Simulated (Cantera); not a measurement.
Charge: 1 mol Fe(CO)₅, 0.87 mol CO, 1.7 mol H₂, at 1100 K and 13300 Pa.

These are equilibrium values from Cantera (NASA tables, ideal gas, pure condensed phases), not measurements of a reactor. Candidate condensed phases: C, C₆H₆, C₇H₈, C₈H₁₈, Fe, Fe(CO)₅, FeO, Fe(OH)₂, Fe(OH)₃, Fe₂O₃, Fe₃O₄, H₂O; 114 gas species. Condensed phases not in the tables: cementite and carbon dissolved in iron. The numbers say what is thermodynamically allowed, not how fast it happens.

Base state: CO 0.767, H₂ 0.224, CO₂ 0.00692, H₂O 0.00205, CH₄ 0.000240 (mole fractions); condensed: C(graphite) + Fe(α).

Question: What changes in the equilibrium state with this change: pressure from 13300 Pa to 350000 Pa?

Answer: 
```tsv
species	before	after
CO	0.767	0.623
H₂	0.224	0.210
CO₂	0.00692	0.120
H₂O	0.00205	0.0410
CH₄	0.000240	0.00554
C(graphite), mol	0.0655	1.01
Fe(α), mol	1.00	1.00
```
